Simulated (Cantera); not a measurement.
Cantera run:

```python
import numpy as np
import cantera as ct

gas_names = """
    C CH CH2 CH3 CH2OH CH3O CH4 CH3OH CO CO2 COOH C2 C2H CHCO,ketyl C2H2,acetylene C2H2,vinylidene
    CH2CO,ketene C2H3,vinyl CH3CO,acetyl C2H4 C2H4O,ethylen CH3CHO,ethanal CH3COOH (HCOOH)2 C2H5 C2H6
    CH3OCH3 C2H5OH C2O C3 C3H3,propargyl C3H4,allene C3H4,propyne C3H4,cyclo- C3H5,allyl C3H6,propylene
    C3H6,cyclo- C3H6O C3H7,n-propyl C3H7,i-propyl C3H8 C3H8O,1propanol C3H8O,2propanol C3O2 C4 C4H2
    C4H4,1,3-cyclo- C4H6,butadiene C4H6,2-butyne C4H6,cyclo- C4H8,1-butene C4H8,cis2-buten
    C4H8,tr2-butene C4H8,isobutene C4H8,cyclo- (CH3COOH)2 C4H9,n-butyl C4H9,i-butyl C4H9,s-butyl
    C4H9,t-butyl C4H10,isobutane C4H10,n-butane C5 C5H6,1,3cyclo- C5H8,cyclo- C5H10,1-pentene
    C5H10,cyclo- C5H11,pentyl C5H11,t-pentyl C5H12,n-pentane C5H12,i-pentane CH3C(CH3)2CH3 C6H2
    C6H5,phenyl C6H5O,phenoxy C6H6 C6H5OH,phenol C6H10,cyclo- C6H12,1-hexene C6H12,cyclo- C6H13,n-hexyl
    C7H7,benzyl C7H8 C7H8O,cresol C7H14,1-heptene C7H15,n-heptyl C7H16,n-heptane C8H8,styrene
    C8H10,ethylbenz C8H16,1-octene C8H17,n-octyl C8H18,isooctane C8H18,n-octane C9H19,n-nonyl
    C10H8,naphthale C10H21,n-decyl C12H9,o-bipheny C12H10,bipheny Ca CaO CaOH CaO2H2 Ca2 H HCO HO2 H2
    HCHO,formaldehy HCOOH H2O H2O2 O OH O2 O3
""".split()
cond_names = """
    C(gr) C6H6(L) C7H8(L) C8H18(L),n-octa Ca(a) Ca(b) Ca(L) CaCO3(caL) CaO(s) CaO(L) CaO2H2(s) H2O(s)
    H2O(L)
""".split()


def load(file, names, dense=False):
    # The tables refer to 1 bar. Condensed volumes are neglected.
    table = {s.name: s for s in ct.Species.list_from_file(file)}
    out = []
    for n in names:
        d = dict(table[n].input_data)
        d["thermo"] = dict(d["thermo"], **{"reference-pressure": 1e5})
        if dense:
            d["equation-of-state"] = {"model": "constant-volume", "density": "1e6 g/cm^3"}
        out.append(ct.Species.from_dict(d))
    return out


gas = ct.Solution(thermo="ideal-gas", species=load("nasa_gas.yaml", gas_names))
cond = {s.name: ct.Solution(thermo="fixed-stoichiometry", species=[s], name=s.name)
        for s in load("nasa_condensed.yaml", cond_names, dense=True)}
atoms = {
    'Ca(OH)2': {'Ca': 1, 'O': 2, 'H': 2},
    'H2O': {'H': 2, 'O': 1},
    'CO2': {'C': 1, 'O': 2},
}
top_T = {'C(gr)': 4500}  # K; cautious upper limits of use, not melting points


def equilibrate(T, P, feed):
    n = {}
    for name, mol in feed.items():
        for a, k in atoms[name].items():
            n[a] = n.get(a, 0.0) + k * mol
    gas.TPX = T, P, n
    mass = sum(n.values()) * gas.mean_molecular_weight
    gas.equilibrate("TP")
    valid = [c for c in cond.values() if c.min_temp <= T <= top_T.get(c.name, c.max_temp)]
    mix = ct.Mixture([(gas, mass / gas.mean_molecular_weight)] + [(c, 0.0) for c in valid])
    mix.T, mix.P = T, P
    mix.equilibrate("TP", solver="vcs", rtol=1e-11, max_steps=5000)
    return mix


results = []
feed = {'Ca(OH)2': 1, 'H2O': 0.041, 'CO2': 4.1}  # mol
P = 210000  # Pa
for T in [1000, 1050, 1100, 1150, 1200, 1250, 1300, 1350, 1400, 1450, 1500, 1550, 1600]:
    mix = equilibrate(T, P, feed)
    results.append((T, P, feed, dict(zip(mix.species_names, mix.species_moles))))

top = {s: max(r[3][s] / sum(r[3][g] for g in gas_names) for r in results) for s in gas_names}
cols = sorted((s for s in top if top[s] > 0.0001), key=lambda s: -top[s])[:9]
seen = [c for c in cond_names if any(r[3].get(c, 0) > 1e-12 for r in results)]
print("log10 of partial pressures in bar; condensed amounts in mol")
print(f"{'T/K':>10s}" + "".join(f"{s[:9]:>10s}" for s in cols + seen))
for T, P, feed, n in results:
    ng = sum(n[g] for g in gas_names)
    print(f"{T:10.4g}" + "".join(f"{np.log10(max(n[s] / ng * P / 1e5, 1e-99)):10.3f}" for s in cols)
          + "".join(f"{n.get(c, 0):10.4g}" for c in seen))
```

Result:

```
log10 of partial pressures in bar; condensed amounts in mol
       T/K       CO2       H2O        CO        O2 CaCO3(caL    CaO(s)
      1000     0.196    -0.277    -6.634    -6.769         1         0
      1050     0.196    -0.277    -6.157    -6.319         1         0
      1100     0.196    -0.277    -5.724    -5.908         1         0
      1150     0.196    -0.277    -5.330    -5.531         1         0
      1200     0.210    -0.322    -4.957    -5.182    0.5543    0.4457
      1250     0.224    -0.371    -4.615    -4.859         0         1
      1300     0.224    -0.371    -4.310    -4.562         0         1
      1350     0.224    -0.371    -4.029    -4.287         0         1
      1400     0.224    -0.371    -3.768    -4.032         0         1
      1450     0.224    -0.371    -3.526    -3.794         0         1
      1500     0.224    -0.372    -3.300    -3.573         0         1
      1550     0.224    -0.372    -3.089    -3.365         0         1
      1600     0.223    -0.372    -2.891    -3.171         0         1
```

Cantera equilibrium calculation (NASA polynomials, part measured and part estimated; ideal gas, pure solids and liquids). Mutual solubility and eutectic melting of coexisting phases are not modelled.
